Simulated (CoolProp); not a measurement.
A closed Brayton cycle with nitrogen: compressor inlet 330.15 K and 6.1 MPa, high pressure 21.3 MPa, turbine inlet 730 K, compressor efficiency 0.85, turbine efficiency 0.93, recuperator effectiveness 0.8 (on enthalpy, no pinch check). Each further row changes one setting.

Computed with CoolProp (reference Helmholtz-energy equation of state, Span 2000).

| case | thermal efficiency (%) | net work (kJ/kg) | compressor to turbine work | compressor exit (K) | turbine exit (K) |
|---|---|---|---|---|---|
| as stated | 18.1 | 42.3 | 0.81 | 498.9 | 531.5 |
| turbine inlet 680 K | 13.0 | 26.7 | … | 498.9 | 493.4 |
| compressor inlet 340.15 K | 15.9 | 36.5 | … | 513.7 | 531.5 |
| high pressure 18.1 MPa | … | … | 0.77 | … | … |
| recuperator effectiveness 0.5 | … | 42.3 | 0.81 | 498.9 | 531.5 |

Q: Some entries are withheld; supply them.

A: 
- turbine inlet 680 K, compressor to turbine work: 0.87
- compressor inlet 340.15 K, compressor to turbine work: 0.84
- high pressure 18.1 MPa, thermal efficiency (%): 20.5
- high pressure 18.1 MPa, net work (kJ/kg): 45.0
- high pressure 18.1 MPa, compressor exit (K): 473.4
- high pressure 18.1 MPa, turbine exit (K): 554.1
- recuperator effectiveness 0.5, thermal efficiency (%): 17.3
